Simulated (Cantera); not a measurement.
Charge: 1 mol Pb, 3.9 mol H₂, held at 0.0100 bar.

Method: chemical equilibrium by Gibbs-energy minimisation in Cantera with the NASA 1993 tables (ideal gas, pure condensed phases). Candidate condensed phases: Pb; 4 gas species. Rates play no part.

Question: What share of the Pb ends up in condensed phases as a function of T (K), at 1123, 1148, 1173, 1198, 1223, 1248, 1273, 1298, 1323, 1348, 1373, 1398, 1423?

Answer: 
| T (K) | Pb condensed (%) | as |
|---|---|---|
| 1123 | 92.7 | Pb(l) |
| 1148 | 88.8 | Pb(l) |
| 1173 | 82.8 | Pb(l) |
| 1198 | 74.1 | Pb(l) |
| 1223 | 61.1 | Pb(l) |
| 1248 | 41.7 | Pb(l) |
| 1273 | 12.3 | Pb(l) |
| 1298 | 0.0 | - |
| 1323 | 0.0 | - |
| 1348 | 0.0 | - |
| 1373 | 0.0 | - |
| 1398 | 0.0 | - |
| 1423 | 0.0 | - |
